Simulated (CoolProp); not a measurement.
Vapour-liquid equilibrium of n-octane (1) + p-xylene (2) at 55.55 °C; x and y are mole fractions of (1).

Model: multi-fluid Helmholtz-energy mixture model, Beckmüller 2019 and Zhou 2012; pair parameters Bell 2016, in CoolProp.

```json
[
 {"x": "0.05", "bubble pressure, mixture model (bar)": "0.05934", "bubble pressure, Raoult's law (bar)": "0.05775", "y, mixture model": "0.098", "y, Raoult's law": "0.075"},
 {"x": "0.2", "bubble pressure, mixture model (bar)": "0.06681", "bubble pressure, Raoult's law (bar)": "0.06227", "y, mixture model": "0.315", "y, Raoult's law": "0.277"},
 {"x": "0.35", "bubble pressure, mixture model (bar)": "0.07239", "bubble pressure, Raoult's law (bar)": "0.06679", "y, mixture model": "0.470", "y, Raoult's law": "0.453"},
 {"x": "0.5", "bubble pressure, mixture model (bar)": "0.07676", "bubble pressure, Raoult's law (bar)": "0.07132", "y, mixture model": "0.600", "y, Raoult's law": "0.606"},
 {"x": "0.65", "bubble pressure, mixture model (bar)": "0.08032", "bubble pressure, Raoult's law (bar)": "0.07584", "y, mixture model": "0.719", "y, Raoult's law": "0.740"},
 {"x": "0.8", "bubble pressure, mixture model (bar)": "0.08326", "bubble pressure, Raoult's law (bar)": "0.08036", "y, mixture model": "0.836", "y, Raoult's law": "0.860"},
 {"x": "0.95", "bubble pressure, mixture model (bar)": "0.08569", "bubble pressure, Raoult's law (bar)": "0.08488", "y, mixture model": "0.958", "y, Raoult's law": "0.967"}
]
```

The largest gap from Raoult's law is +8.4 % in bubble pressure, at x = 0.35. No azeotrope shows between x = 0.05 and 0.95.

Pair parameters are fitted to limited data, so mixtures are less certain than the pure fluids.
